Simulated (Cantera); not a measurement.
Boron, boron nitride and boron oxide: B2H6 + O2 + H2

Feed: 1 mol B2H6, 0.22 mol O2, 15 mol H2, equilibrated at 66.0 mbar.

Method: chemical equilibrium by Gibbs-energy minimisation in Cantera with the NASA 1993 tables (ideal gas, pure condensed phases). Candidate condensed phases: B, B2O3, B3O3H3, H2O; 23 gas species. The feed counts by its element totals alone. The tables' values for BH2 are old estimates; treat these amounts as uncertain. Gases not in the tables: B2H6 and higher boranes. Equilibrium is a limit: real reactors are often held back by kinetics, nucleation or transport.

```
T (°C)   x H2       x H   x HBO      x BO    x B2O2     x BH2  x B3O3H3    x HBO2  n B(s)
------  -----  --------  ------  --------  --------  --------  --------  --------  ------
1277    0.980  0.000121  0.0168   5.05e-5   0.00188   1.60e-5  0.000639  0.000339    1.57
1352    0.978  0.000272  0.0187  0.000114   0.00195   3.19e-5  0.000100  0.000238    1.57
1427    0.977  0.000567  0.0196  0.000227   0.00181   5.97e-5   1.57e-5  0.000155    1.56
1502    0.977   0.00111  0.0200  0.000418   0.00164  0.000106   2.75e-6  0.000101    1.56
1577    0.975   0.00207  0.0202  0.000725   0.00146  0.000179   5.38e-7   6.63e-5    1.56
1652    0.973   0.00367  0.0202   0.00119   0.00128  0.000291   1.16e-7   4.42e-5    1.56
1727    0.970   0.00624  0.0199   0.00185   0.00111  0.000454   2.70e-8   2.96e-5    1.55
1802    0.966    0.0102  0.0193   0.00275  0.000938  0.000684   6.67e-9   1.98e-5    1.55
1877    0.960    0.0161  0.0183   0.00389  0.000775  0.000999   1.72e-9   1.31e-5    1.54
1952    0.951    0.0246  0.0171   0.00527  0.000621   0.00142  4.53e-10   8.56e-6    1.53
2027    0.938    0.0365  0.0156   0.00682  0.000481   0.00195  1.21e-10   5.46e-6    1.52
```
x: gas mole fraction; n: condensed amount in mol.

From 1277 °C to 2027 °C the condensed part is B(s). The main B-bearing gas is HBO throughout. The share of B in condensed phases is highest at 1277 °C (78.6 %) and lowest at 2027 °C (75.8 %).
